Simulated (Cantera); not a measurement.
Mixture: 10.3 % CH₄, 17.2 % O₂, 64.7 % N₂, 7.74 % H₂O, equivalence ratio 1.2, at 1350 Torr, adiabatic and at constant volume. Ignition delay is the time to a rise of 400 K.

Detailed kinetics in Cantera: GRI-Mech 3.0 (53 species, 325 reactions).

Predict: delay at 1275 K; delay at 1325 K; delay at 1375 K; delay at 1425 K; delay at 1475 K; delay at 1525 K; apparent activation energy between 1425 and 1525 K.


| Item | Result |
|---|---|
| delay at 1275 K | 12.5 ms |
| delay at 1325 K | 6.73 ms |
| delay at 1375 K | 3.71 ms |
| delay at 1425 K | 2.08 ms |
| delay at 1475 K | 1.20 ms |
| delay at 1525 K | 0.705 ms |
| apparent activation energy between 1425 and 1525 K | 200 kJ/mol |
